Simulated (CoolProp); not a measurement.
A simple Rankine cycle with R21: condensing at 304.15 K, boiler at 1.81 MPa, turbine inlet 472 K, turbine efficiency 0.8, pump efficiency 0.7, no recuperator. Each further row changes one setting.

The numbers come from the reference Helmholtz-energy equation of state, Platzer 1990 in CoolProp. This equation is an older, rougher fit; its heat capacities, sound speeds and derivatives of the liquid may be far off and weren't checked against measurements.

```json
[
 {"case": "as stated", "thermal efficiency (%)": "15.5", "net work (kJ/kg)": "50.8", "heat in (kJ/kg)": "328", "turbine exit temperature (K)": "380.1", "volume ratio over the turbine": "7.15"},
 {"case": "condensing temperature 296.15 K", "thermal efficiency (%)": "16.8", "net work (kJ/kg)": "56.7", "heat in (kJ/kg)": "337", "turbine exit temperature (K)": "370.3", "volume ratio over the turbine": "9.15"},
 {"case": "boiler pressure 1.27 MPa", "thermal efficiency (%)": "13.3", "net work (kJ/kg)": "44.4", "heat in (kJ/kg)": "334", "turbine exit temperature (K)": "396.9", "volume ratio over the turbine": "5.06"},
 {"case": "turbine efficiency 0.7", "thermal efficiency (%)": "13.5", "net work (kJ/kg)": "44.2", "heat in (kJ/kg)": "328", "turbine exit temperature (K)": "389.6", "volume ratio over the turbine": "7.34"}
]
```
